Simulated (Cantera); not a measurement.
Input: 1 mol Si3N4, 1.7 mol HF, 8.6 mol N2, 9.2 mol HCl, equilibrated at 0.133 bar.

Equilibrium computed with Cantera from the NASA thermochemical tables; the gas is ideal and each condensed phase is pure. Candidate condensed phases: NH4Cl, Si, Si3N4; 49 gas species. Kinetics and transport are ignored.

Over these rows the condensed part is Si3N4(s). Partial pressures as log10 of bar:

```csv
T (K),1000/T (1/K),log p SiCl2,log p N2,log p HCl,log p H2,log p SiCl4
998,1.0020,-7.41,-1.17,-1.45,-1.69,-2.14
1098,0.9107,-6.08,-1.18,-1.43,-1.71,-2.17
1198,0.8347,-4.98,-1.18,-1.41,-1.73,-2.20
1298,0.7704,?,-1.18,-1.40,-1.74,-2.24
1398,0.7153,-3.29,-1.18,-1.40,-1.75,-2.30
1498,0.6676,-2.67,-1.18,-1.41,-1.75,-2.43
```

Q: Fit log p(SiCl2) = a + b·(1000/T) to the five rows, give the apparent enthalpy, and predict the row at 1298 K.

A: Means: 1000/T = 0.8261, log p = -4.886. Sxy = -1.073865, Sxx = 0.0755708, so b = -14.21 and a = -4.886 − (-14.21)×0.8261 = 6.85.
Apparent enthalpy: −19.145 × (-14.21) = 272 kJ/mol. With the condensed phases at unit activity, 1/6 Si3N4(s) + 1/2 SiCl4(g) = SiCl2(g) + 1/3 N2(g) links this pressure to the main gases: over the six rows their terms move log p by -0.14 in all, so the slope is close to that reaction's ΔH°. The five rows lie within 0.03 of the line.
Prediction at 1298 K: 6.85 + (-14.21)×0.7704 = -4.10. The computed value is -4.06, 0.04 from the line.
